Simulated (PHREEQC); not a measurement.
Nickel, zinc or cadmium bath

A solution holds 0.01 mol/kgw ZnSO4, 0.24 mol/kgw Na2SO4 and 0.14 mol/kgw FeSO4, at 20 °C. Closed to the air; pH follows from the charge balance.

Model: ion-association model, wateq4f.dat, run in PHREEQC.

Precipitation was switched off in this run.

Predict the pH.

pH 6.07.

In which forms is Na present?

Na+ 84 %, NaSO4- 16 % of the Na.

Caution: at this ionic strength the ion-association model is outside its range; a Pitzer model would be the better tool where its parameters exist.
